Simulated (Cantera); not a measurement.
An isothermal, constant-pressure homogeneous reactor starts with 17.2 % C2H6, 82.8 % N2, at 1773 K and 760 Torr.

Computed with Cantera and GRI-Mech 3.0 (53 species, 325 reactions). GRI-Mech 3.0 stops at C3 and has no aromatics, soot or wall deposition, so with more carbon than oxygen in the feed, carbon stays in small species such as C2H2 where larger ones or solid carbon would form.

x: mole fraction; the columns are a selection and need not sum to one.

| t (s) | x C2H6 | x HCN | x C2H4 | x CH2 | x CH4 | x C2H2 | x H |
|---|---|---|---|---|---|---|---|
| 2.00e-5 | 0.0291 | 1.02e-6 | 0.0716 | 2.43e-5 | 0.0454 | 0.0202 | 0.000571 |
| 0.000112 | 0.000374 | 1.30e-6 | 0.0351 | 1.26e-6 | 0.0573 | 0.0753 | 0.000176 |
| 0.000632 | (withheld) | 1.28e-6 | (withheld) | (withheld) | 0.0537 | (withheld) | (withheld) |
| 0.00356 | 3.70e-5 | 1.33e-6 | 0.00106 | 2.46e-7 | 0.0433 | 0.111 | 0.000107 |
| 0.0200 | 8.63e-6 | 1.54e-6 | 0.000876 | 1.29e-7 | 0.0206 | 0.120 | 0.000125 |
| 0.112 | 7.58e-7 | 2.00e-6 | 0.000892 | 3.85e-8 | 0.00551 | 0.125 | 0.000140 |
| 0.632 | 3.45e-7 | 3.04e-6 | 0.000903 | 2.30e-8 | 0.00322 | 0.126 | 0.000143 |
| 3.56 | 3.44e-7 | (withheld) | 0.000903 | 2.30e-8 | 0.00321 | 0.126 | 0.000143 |
| 20.0 | 3.44e-7 | 5.31e-5 | 0.000903 | 2.30e-8 | 0.00321 | 0.126 | 0.000143 |

Task: Some entries are withheld; supply them.

Result: 
- 0.000632, x C2H6: 5.50e-5
- 0.000632, x C2H4: 0.00667
- 0.000632, x CH2: 2.82e-7
- 0.000632, x C2H2: 0.102
- 0.000632, x H: 9.49e-5
- 3.56, x HCN: 8.96e-6
